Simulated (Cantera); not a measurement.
An adiabatic, constant-volume homogeneous reactor starts with CH4 : C2H6 : O2 : N2 = 1 : 0.075 : 4.62 : 17.4 (molar parts), at 1100 K and 10.0 bar. Integrator tolerance rtol = 1e-08.

Cantera simulation using GRI-Mech 3.0 (53 species, 325 reactions); the numbers are that mechanism's predictions, not measurements.

```csv
quantity,before,after
time of steepest temperature rise,4.92 ms,21.7 ms
temperature at 0.400 s,2361 K,2334 K
equilibrium temperature,2361 K,2334 K
x(CH4) at 0.400 s,<1e-12 (gas-phase equilibrium <1e-12),<1e-12 (gas-phase equilibrium <1e-12)
x(C2H6) at 0.400 s,<1e-12 (gas-phase equilibrium <1e-12),<1e-12 (gas-phase equilibrium <1e-12)
x(O2) at 0.400 s,0.0952 (gas-phase equilibrium 0.0952),0.0951 (gas-phase equilibrium 0.0951)
x(N2O) at 0.400 s,2.92e-6 (gas-phase equilibrium 2.92e-6),8.75e-7 (gas-phase equilibrium 8.75e-7)
x(OH) at 0.400 s,0.00338 (gas-phase equilibrium 0.00338),0.00541 (gas-phase equilibrium 0.00541)
```

Task: Name the change that produced these shifts.
A) pressure from 10.0 bar to 1.01 bar
B) CH4 1 to 0.46 parts
C) pressure from 10.0 bar to 0.800 bar
D) initial temperature 1100 to 1648 K

Result: A, pressure from 10.0 bar to 1.01 bar
